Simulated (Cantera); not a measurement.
An isothermal, constant-pressure homogeneous reactor starts with C3H8 : H2 = 1 : 66 (molar parts), at 1900 K and 0.000260 bar.

Cantera simulation using GRI-Mech 3.0 (53 species, 325 reactions); the numbers are that mechanism's predictions, not measurements. GRI-Mech 3.0 was tuned for natural gas; its chemistry of propane as a main component is partial and can be far from experiment. GRI-Mech 3.0 stops at C3 and has no aromatics, soot or wall deposition, so with more carbon than oxygen in the feed, carbon stays in small species such as C2H2 where larger ones or solid carbon would form. Radical loss at walls, strong at low pressure, is not modelled.

x: mole fraction; the columns are a selection and need not sum to one.

```tsv
t (s)	x C3H8	x H2	x C2H6	x CH3	x C2H	x C2H2
1.00e-6	0.0149	0.985	8.02e-10	5.88e-6	<1e-12	<1e-12
4.35e-6	0.0149	0.985	1.52e-8	2.55e-5	<1e-12	<1e-12
1.89e-5	0.0148	0.985	2.83e-7	0.000110	<1e-12	4.80e-11
8.23e-5	0.0144	0.985	5.10e-6	0.000465	<1e-12	3.83e-9
0.000358	___	0.983	___	___	1.85e-12	___
0.00156	0.00657	0.972	0.000479	0.00719	2.40e-9	4.84e-5
0.00678	3.16e-5	0.954	3.87e-5	0.00559	4.94e-7	0.00297
0.0295	2.67e-10	0.956	1.88e-6	0.00406	1.30e-6	0.00927
0.128	1.55e-10	0.959	___	___	1.39e-6	___
0.558	4.50e-11	0.964	6.23e-7	0.00190	1.38e-6	0.0142
2.43	5.64e-12	0.968	1.60e-7	0.000911	1.55e-6	0.0176
10.6	<1e-12	0.969	1.30e-8	0.000295	2.26e-6	0.0204
46.0	<1e-12	0.966	1.79e-10	4.62e-5	3.74e-6	0.0212
200	<1e-12	0.954	<1e-12	4.22e-6	7.11e-6	0.0212
```

Question: Fill in the missing entries.

Answer: 
- 0.000358, x C3H8: 0.0129
- 0.000358, x C2H6: 7.76e-5
- 0.000358, x CH3: 0.00182
- 0.000358, x C2H2: 3.09e-7
- 0.128, x C2H6: 1.35e-6
- 0.128, x CH3: 0.00316
- 0.128, x C2H2: 0.0114
